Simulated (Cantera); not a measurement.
Input: 1 mol Al, 0.01 mol CO2, a varied amount of N2, held at 1700 K and 19.0 Pa.

Method: chemical equilibrium by Gibbs-energy minimisation in Cantera with the NASA 1993 tables (ideal gas, pure condensed phases). Candidate condensed phases: Al, AlN, Al2O3, C; 32 gas species. Mutual solubility and eutectic melting of coexisting phases are not modelled. Kinetics and transport are ignored.

### Question
What share of the Al ends up in condensed phases as a function of n(N2) (mol), at 1.5, 2.7, 4.9, 8.8, 16, 28, 51, 92?

### Answer
| n(N2) (mol) | Al condensed (%) | as |
|---|---|---|
| 1.5 | 98.5 | AlN(s) + Al2O3(s) |
| 2.7 | 96.7 | AlN(s) + Al2O3(s) |
| 4.9 | 93.7 | AlN(s) |
| 8.8 | 89.9 | AlN(s) |
| 16 | 82.9 | AlN(s) |
| 28 | 71.3 | AlN(s) |
| 51 | 49.0 | AlN(s) |
| 92 | 9.3 | AlN(s) |
